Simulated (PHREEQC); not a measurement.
Dissolve 0.0014 mol/kgw KHCO3 and 0.0022 mol/kgw Na2HPO4 at 25 °C. Closed to the air; pH follows from the charge balance.

The numbers come from PHREEQC with the ion-association model, phreeqc.dat.

```csv
quantity,before,after
pH,8.73,8.34
ionic strength (mol/kgw),0.00796,0.0206
HPO4-2 (mol/kgw),0.00213,0.00206
H2PO4- (mol/kgw),4.86e-5,0.000100
CO3-2 (mol/kgw),4.44e-5,0.000209
```

Q: Name the change that produced these shifts.
(A) KHCO3 from 0.0014 to 0.014 mol/kgw
(B) diluted 2-fold with water
(C) 0.00014 mol/kgw TMAH added
(D) Na2HPO4 from 0.0022 to 0.00198 mol/kgw
(E) diluted 100-fold with water

A: A, KHCO3 from 0.0014 to 0.014 mol/kgw

Precipitation was switched off in this run.
